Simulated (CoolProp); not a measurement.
A simple Rankine cycle with water: condensing at 318.15 K, boiler at 5.89 MPa, turbine inlet 552.5 K, turbine efficiency 0.8, pump efficiency 0.7, no recuperator. Each further row changes one setting.

Values from CoolProp's reference Helmholtz-energy equation of state, Wagner 2002.

```tsv
case	thermal efficiency (%)	net work (kJ/kg)	heat in (kJ/kg)	turbine exit temperature (K)	volume ratio over the turbine
as stated	28.3	___	2610	318.1	352
turbine inlet 572.5 K	28.5	766	2690	318.1	___
condensing temperature 310.15 K	29.2	773	___	310.2	___
boiler pressure 4.12 MPa	27.2	736	___	318.1	234
turbine efficiency 0.7	24.7	645	2610	318.1	369
```

**Question.** Some entries are withheld; supply them.

**Answer.** 
- as stated, net work (kJ/kg): 738
- turbine inlet 572.5 K, volume ratio over the turbine: 332
- condensing temperature 310.15 K, heat in (kJ/kg): 2650
- condensing temperature 310.15 K, volume ratio over the turbine: 519
- boiler pressure 4.12 MPa, heat in (kJ/kg): 2700

The expansion ends wet for: as stated; turbine inlet 572.5 K; condensing temperature 310.15 K; boiler pressure 4.12 MPa; turbine efficiency 0.7.
